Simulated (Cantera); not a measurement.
An isothermal, constant-pressure homogeneous reactor starts with C₂H₆ : H₂ = 1 : 4.2 (molar parts), at 1400 K and 25.5 Torr.

Model: GRI-Mech 3.0 (53 species, 325 reactions), integrated in Cantera. GRI-Mech 3.0 stops at C3 and has no aromatics, soot or wall deposition, so with more carbon than oxygen in the feed, carbon stays in small species such as C2H2 where larger ones or solid carbon would form. Radical loss at walls, strong at low pressure, is not modelled.

x: mole fraction; the columns are a selection and need not sum to one.

```
t (s)      x C₂H₆   x H₂     x CH₂    x C₂H₂      x H
--------  -------  -----  --------  --------  -------
2.00e-6     0.192  0.808    <1e-12    <1e-12        ?
1.10e-5     0.192  0.808  1.25e-10  1.43e-12        ?
6.03e-5     0.191  0.807   9.88e-9   9.03e-9        ?
0.000331    0.176  0.806   2.74e-7   2.08e-5        ?
0.00182    0.0653  0.782   5.49e-7   0.00298        ?
0.0100    0.00176  0.772   3.57e-8    0.0234        ?
0.0549    5.92e-5  0.776   1.59e-9    0.0424        ?
0.302     1.73e-5  0.782  6.15e-10    0.0678  1.50e-5
1.66      8.87e-6  0.789  6.17e-10    0.0954  1.56e-5
9.10      7.96e-6  0.793  6.07e-10    0.0984  1.59e-5
50.0      5.65e-6  0.808  5.52e-10     0.107        ?
```

**Question.** Some entries are withheld; supply them.

**Answer.** 
- 2.00e-6, x H: 3.29e-7
- 1.10e-5, x H: 4.55e-6
- 6.03e-5, x H: 3.93e-5
- 0.000331, x H: 0.000187
- 0.00182, x H: 0.000348
- 0.0100, x H: 0.000120
- 0.0549, x H: 2.38e-5
- 50.0, x H: 1.75e-5
